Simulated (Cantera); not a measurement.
Charge: 1 mol Si₃N₄, 0.034 mol N₂O, 92 mol H₂, equilibrated at 1275 K.

These are equilibrium values from Cantera (NASA tables, ideal gas, pure condensed phases), not measurements of a reactor. Candidate condensed phases: H₂O, Si, SiO₂, Si₂N₂O, Si₃N₄; 35 gas species. Mutual solubility and eutectic melting of coexisting phases are not modelled. Rates play no part.

At 7500 Torr, list the 3 most abundant gas species with their mole fractions, and the condensed phases.

H₂ 0.999, N₂ 0.000478, NH₃ 3.00e-5. Condensed: Si₂N₂O(s) + Si₃N₄(s).
